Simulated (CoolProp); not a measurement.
c-C4F8 (RC318) at several states: Z from the reference equation and from simpler models built on Tc = 388.4 K, pc = 2778 kPa, ω = 0.355; each cubic takes its own stable root.

Computed with CoolProp (reference Helmholtz-energy equation of state, Platzer 1990). This equation is an older, rougher fit; its heat capacities, sound speeds and derivatives of the liquid may be far off and weren't checked against measurements.

```csv
T (K),p (kPa),phase,reference,van der Waals,Redlich-Kwong,Soave-Redlich-Kwong,Peng-Robinson
383.2,1700,gas,0.7333,0.7665,0.7363,0.7328,0.7112
386.5,2170,gas,0.6363,0.6787,0.6428,0.6405,0.6146
332.7,6510,liquid,0.3344,0.4968,0.3684,0.3540,0.3142
384.3,122,gas,0.9848,0.9865,0.9844,0.9843,0.9826
```
